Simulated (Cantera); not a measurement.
Source: NASA polynomial tables (part measured, part estimated), evaluated in Cantera. Values are per mole of reaction as written; species without (g) are pure solids or liquids, kept so even where they would boil at 1 bar.

2 F₂(g) + CaS ⇌ Ca(g) + SF₄(g)

| T (K) | ΔH° (kJ) | ΔS° (J/K) | ΔG° (kJ) | log10 K |
|---|---|---|---|---|
| 300 | -112.2 | -7.7 | -109.9 | 19.13 |
| 725 | -114.5 | -13.0 | -105.1 | 7.57 |
| 925 | ___ | ___ | ___ | ___ |
| 1125 | -115.9 | -14.5 | -99.6 | 4.62 |
| 1325 | ___ | ___ | ___ | ___ |
| 1525 | ___ | ___ | ___ | ___ |

Task: Complete the blanks.

Result: 
- 925, ΔH° (kJ): -115.1
- 925, ΔS° (J/K): -13.8
- 925, ΔG° (kJ): -102.4
- 925, log10 K: 5.78
- 1325, ΔH° (kJ): -116.8
- 1325, ΔS° (J/K): -15.3
- 1325, ΔG° (kJ): -96.6
- 1325, log10 K: 3.81
- 1525, ΔH° (kJ): -118.0
- 1525, ΔS° (J/K): -16.1
- 1525, ΔG° (kJ): -93.4
- 1525, log10 K: 3.20
